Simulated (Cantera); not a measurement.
What does this Cantera script print?

```python
import numpy as np
import cantera as ct

gas = ct.Solution("h2o2.yaml")
gas.TPX = 300, 500000, {'H2': 1, 'O2': 0.385, 'N2': 1.45}
flame = ct.FreeFlame(gas, width=0.013)
flame.set_refine_criteria(ratio=3, slope=0.08, curve=0.16)
flame.transport_model = "mixture-averaged"
flame.solve(loglevel=0, auto=True)
z, T = flame.grid, flame.T
thick = (T[-1] - T[0]) / np.gradient(T, z).max()
show = ['H2', 'O2', 'HO2', 'H2O', 'O', 'H']
print(f"laminar burning velocity  {flame.velocity[0] * 100:.3f} cm/s")
print(f"burnt temperature         {T[-1]:.1f} K")
print(f"thermal thickness         {thick * 1e3:.4f} mm")
print(f"grid points               {len(z)}")
z0 = z[flame.heat_release_rate.argmax()]
print(f"{'z/mm':>9s}{'T/K':>9s}{'u/(m/s)':>9s}" + "".join(f"{s:>11s}" for s in show))
rows = []
for k in (-3, -2, -1.5, -1, -0.5, -0.25, 0, 0.25, 0.5, 1, 2, 4, 8):
    zz = z0 + k * thick
    rows.append([k * thick, np.interp(zz, z, T), np.interp(zz, z, flame.velocity),
                 *(np.interp(zz, z, flame.X[gas.species_index(s)]) for s in show)])
    print(f"{rows[-1][0] * 1e3:9.3f}{rows[-1][1]:9.1f}{rows[-1][2]:9.3f}" + "".join(f"{x:11.3e}" for x in rows[-1][3:]))
```

Output:

```
laminar burning velocity  277.229 cm/s
burnt temperature         2365.9 K
thermal thickness         0.0442 mm
grid points               111
     z/mm      T/K  u/(m/s)         H2         O2        HO2        H2O          O          H
   -0.132    300.0    2.772  3.527e-01  1.358e-01  1.185e-11  2.902e-10  3.671e-12  4.448e-17
   -0.088    300.0    2.772  3.527e-01  1.358e-01  1.734e-09  3.573e-08  2.239e-10  2.720e-14
   -0.066    300.1    2.772  3.524e-01  1.359e-01  2.490e-08  4.750e-07  2.096e-09  8.203e-13
   -0.044    302.0    2.783  3.505e-01  1.363e-01  1.021e-06  1.727e-05  4.247e-08  7.913e-11
   -0.022    357.3    3.210  3.313e-01  1.395e-01  1.548e-04  1.916e-03  2.451e-06  2.762e-07
   -0.011    681.4    5.863  2.849e-01  1.338e-01  1.209e-03  2.920e-02  1.301e-04  1.008e-03
    0.000   1172.1    9.792  2.175e-01  1.047e-01  5.058e-04  1.002e-01  1.374e-03  1.095e-02
    0.011   1524.5   12.589  1.527e-01  6.238e-02  2.370e-04  1.814e-01  3.550e-03  2.569e-02
    0.022   1730.9   14.225  1.117e-01  3.103e-02  1.069e-04  2.374e-01  4.217e-03  3.442e-02
    0.044   1923.1   15.700  8.699e-02  9.506e-03  2.963e-05  2.768e-01  3.524e-03  3.433e-02
    0.088   2076.8   16.819  8.379e-02  3.683e-03  1.084e-05  2.916e-01  2.202e-03  2.513e-02
    0.177   2195.9   17.650  8.432e-02  1.777e-03  4.912e-06  3.008e-01  1.070e-03  1.609e-02
    0.353   2275.8   18.189  8.461e-02  7.456e-04  1.927e-06  3.077e-01  4.350e-04  9.704e-03
```

Computed with Cantera and the H2/O2 subset of GRI-Mech 3.0, which has no nitrogen chemistry. The hydrogen kinetics of GRI-Mech 3.0 are dated; newer H2 mechanisms differ, most at raised pressure. Burning velocities carry a grid error of a few per cent, more on coarse grids.
